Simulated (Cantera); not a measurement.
Charge: 1 mol Al2O3, 2.6 mol H2.

Equilibrium computed with Cantera from the NASA thermochemical tables; the gas is ideal and each condensed phase is pure. Candidate condensed phases: Al, Al2O3, H2O; 19 gas species. Rates play no part.

Problem. What condenses at these points (T in °C, P in Pa): (2527, 1000000); (2577, 4); (2427, 4); (2327, 16000)?

Solution. 
```csv
T (°C),P in Pa,condensed phases,Al condensed (%)
2527,1000000,Al2O3,99.1
2577,4,gas only,0.0
2427,4,gas only,0.0
2327,16000,Al2O3,98.6
```
